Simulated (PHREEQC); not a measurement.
Consider water at 40 °C with 54 mmol/kgw HF, 32 mmol/kgw (NH4)2SiF6 and 120 mmol/kgw HCl. Closed to the air; pH follows from the charge balance.

All values are PHREEQC results (ion-association model, wateq4f.dat), not measurements.

No solid was allowed to form.

Estimate the pH, ionic strength.

pH 1.02; ionic strength 0.216 mol/kgw.

In which forms is F present?

SiF6-2 78 %, HF 19 %, H2F2 2.8 % of the F.

Constants without temperature data keep their 25 °C values here. SiF6-2 is the database's only silicon fluoride.
